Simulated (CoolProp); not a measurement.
Vapour-liquid equilibrium of R125 (1) + fluoroethane (R161) (2) at 0.00745 MPa; x and y are mole fractions of (1).

Computed with CoolProp (multi-fluid Helmholtz-energy mixture model, Lemmon 2005 and Wu 2012; pair parameters Bell 2016).

Q: Give the bubble temperature and the first vapour's composition at x = 0.15, 0.65, 0.75. Is there an azeotrope?

A: x = 0.15: 189.8 K, y = 0.237; x = 0.65: 185.0 K, y = 0.785; x = 0.75: 184.4 K, y = 0.845. No azeotrope shows between x = 0.05 and 0.95.

Pair parameters are fitted to limited data, so mixtures are less certain than the pure fluids. The gap from Raoult's law changes sign with composition, which may be real or a fault of the pair parameters; it wasn't checked against measurements.
